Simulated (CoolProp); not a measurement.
Vapour-liquid equilibrium of CH2F2 (R32) (1) + R123 (2) at 291.5 K; x and y are mole fractions of (1).

Computed with CoolProp (multi-fluid Helmholtz-energy mixture model, Tillner-Roth 1997 and Younglove 1994; pair parameters Bell 2016).

### Question
Give the bubble pressure and the first vapour's composition at x = 0.125, 0.275, 0.35. Is there an azeotrope?

### Answer
x = 0.125: 0.2738 MPa, y = 0.753; x = 0.275: 0.4996 MPa, y = 0.875; x = 0.35: 0.6017 MPa, y = 0.901. No azeotrope shows between x = 0.05 and 0.95.

Pair parameters are fitted to limited data, so mixtures are less certain than the pure fluids. The gap from Raoult's law changes sign with composition, which may be real or a fault of the pair parameters; it wasn't checked against measurements.
